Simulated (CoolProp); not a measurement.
Vapour-liquid equilibrium of R143a (1) + R1234yf (2) at -22.65 °C; x and y are mole fractions of (1).

Values from CoolProp's multi-fluid Helmholtz-energy mixture model, Lemmon and Jacobsen 2000 and Lemmon 2022; pair parameters Bell 2016.

```
x      bubble pressure, mixture model (kPa)  bubble pressure, Raoult's law (kPa)  y, mixture model  y, Raoult's law
-----  ------------------------------------  -----------------------------------  ----------------  ---------------
0.05                                  144.1                                142.9             0.104            0.100
0.125                                 156.7                                154.2             0.235            0.232
0.2                                   168.9                                165.5             0.346            0.345
0.275                                 180.7                                176.8               ___            0.445
0.35                                    ___                                188.1               ___            0.532
0.425                                 203.4                                199.3             0.597            0.609
0.5                                   214.5                                210.6             0.664            0.679
0.575                                 225.4                                221.9             0.724            0.741
0.65                                  236.1                                233.2             0.781            0.797
0.725                                   ___                                244.5             0.833            0.848
0.8                                   257.5                                255.7             0.882            0.894
0.875                                 268.1                                267.0               ___            0.937
0.95                                  278.7                                278.3             0.972            0.976
```

What belongs in the gaps?


- 0.275, y, mixture model: 0.440
- 0.35, bubble pressure, mixture model (kPa): 192.2
- 0.35, y, mixture model: 0.523
- 0.725, bubble pressure, mixture model (kPa): 246.8
- 0.875, y, mixture model: 0.928

The largest gap from Raoult's law is +2.2 % in bubble pressure, at x = 0.275. No azeotrope shows between x = 0.05 and 0.95.

Pair parameters are fitted to limited data, so mixtures are less certain than the pure fluids.
